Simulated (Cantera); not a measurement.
A closed system holds: 1 mol C, 0.023 mol NH₃, a varied amount of H₂, equilibrated at 2998.15 K and 7.50 Torr.

These are equilibrium values from Cantera (NASA tables, ideal gas, pure condensed phases), not measurements of a reactor. Candidate condensed phases: C, C₆H₆, C₇H₈, C₈H₁₈; 92 gas species. Kinetics and transport are ignored.

Which condensed phases are stable at each of these points (n(H₂) (mol)): 3.5, 12, 21, 30, 38, 47, 56, 65, 73?


| n(H₂) (mol) | condensed phases | C condensed (%) |
|---|---|---|
| 3.5 | C(graphite) | 9.1 |
| 12 | gas only | 0.0 |
| 21 | gas only | 0.0 |
| 30 | gas only | 0.0 |
| 38 | gas only | 0.0 |
| 47 | gas only | 0.0 |
| 56 | gas only | 0.0 |
| 65 | gas only | 0.0 |
| 73 | gas only | 0.0 |

At 3.5 mol H₂ the condensed part is C(graphite). From 12 mol H₂ to 73 mol H₂ nothing is condensed.
